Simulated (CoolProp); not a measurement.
The numbers come from the reference Helmholtz-energy equation of state, Span 2000 in CoolProp.

Task: For nitrogen, give the phase and the Prandtl number at 112.9 K and 160 kPa; 190.4 K and 160 kPa; 248.5 K and 160 kPa.

Result: 
- 112.9 K and 160 kPa: gas; Prandtl number 0.788
- 190.4 K and 160 kPa: gas; Prandtl number 0.741
- 248.5 K and 160 kPa: gas; Prandtl number 0.727

Viscosity comes from a separate model (Lemmon 2004). Thermal conductivity comes from a separate model (Lemmon 2004).
